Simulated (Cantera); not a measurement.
Charge: 1 mol PbO, 1.8 mol C, 0.096 mol CO, held at 101000 Pa.

Cantera equilibrium calculation (NASA polynomials, part measured and part estimated; ideal gas, pure solids and liquids). Candidate condensed phases: C, Pb, PbO, PbO2, Pb3O4; 15 gas species. Kinetics and transport are ignored.

x: gas mole fraction; n: condensed amount in mol.

```tsv
T (K)	x CO	x Pb	x CO2	x Pb2	x PbO	n C(graphite)	n Pb(l)
1173	0.973	0.000416	0.0267	1.17e-8	3.54e-10	0.829	1.000
1273	0.991	___	___	___	___	0.808	0.998
1373	0.991	0.00633	0.00226	1.09e-6	4.55e-9	0.802	0.993
1473	0.981	0.0186	0.000825	6.54e-6	1.23e-8	0.801	0.979
1573	0.952	0.0474	0.000330	3.09e-5	2.88e-8	0.800	0.945
1673	0.892	0.108	0.000137	0.000120	5.84e-8	0.800	0.867
1773	___	___	___	___	___	0.800	___
1873	0.573	0.426	1.63e-5	0.00116	1.37e-7	0.800	0.182
```

Fill in the missing entries.


- 1273, x Pb: 0.00181
- 1273, x CO2: 0.00715
- 1273, x Pb2: 1.36e-7
- 1273, x PbO: 1.42e-9
- 1773, x CO: 0.777
- 1773, x Pb: 0.223
- 1773, x CO2: 5.38e-5
- 1773, x Pb2: 0.000399
- 1773, x PbO: 1.01e-7
- 1773, n Pb(l): 0.684
